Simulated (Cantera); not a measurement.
Charge: 1 mol Si2Cl6, 15 mol NH3, equilibrated at 552 °C and 0.0260 bar.

Method: chemical equilibrium by Gibbs-energy minimisation in Cantera with the NASA 1993 tables (ideal gas, pure condensed phases). Candidate condensed phases: NH4Cl, Si, Si3N4; 28 gas species. The feed counts by its element totals alone. The numbers say what is thermodynamically allowed, not how fast it happens.

Base state: H2 0.620, N2 0.196, HCl 0.182, SiCl4 0.00182, NH3 1.31e-5 (mole fractions); condensed: Si3N4(s).

**Question.** What changes in the equilibrium state with this change: Si2Cl6 replaced by SiH2Cl2?

**Answer.** 
```tsv
species	before	after
H2	0.620	0.718
N2	0.196	0.218
HCl	0.182	0.0638
SiCl4	0.00182	1.89e-5
NH3	1.31e-5	1.73e-5
Si3N4(s), mol	0.647	0.333
```
